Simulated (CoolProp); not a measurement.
Vapour-liquid equilibrium of CH2F2 (R32) (1) + propylene (2) at -35.75 °C; x and y are mole fractions of (1).

The numbers come from the multi-fluid Helmholtz-energy mixture model, Tillner-Roth 1997 and Lemmon 2013; pair parameters Bell 2016 in CoolProp.

```tsv
x	bubble pressure, mixture model (kPa)	bubble pressure, Raoult's law (kPa)	y, mixture model	y, Raoult's law
0.05	201.0	170.9	0.191	0.063
0.15	244.3	175.5	0.381	0.183
0.25	268.4	180.1	0.472	0.298
0.35	281.2	184.6	0.525	0.406
0.45	287.3	189.2	0.559	0.510
0.55	289.7	193.8	0.585	0.608
0.65	289.6	198.3	0.610	0.702
0.75	286.2	202.9	0.644	0.792
0.85	275.2	207.4	0.704	0.878
0.95	244.8	212.0	0.844	0.960
```

The largest gap from Raoult's law is +52.3 % in bubble pressure, at x = 0.35. y crosses x between x = 0.55 and 0.65: the model has an azeotrope there.

Pair parameters are fitted to limited data, so mixtures are less certain than the pure fluids. With so large a gap from Raoult's law the liquid may split in two, which this calculation doesn't test in full.
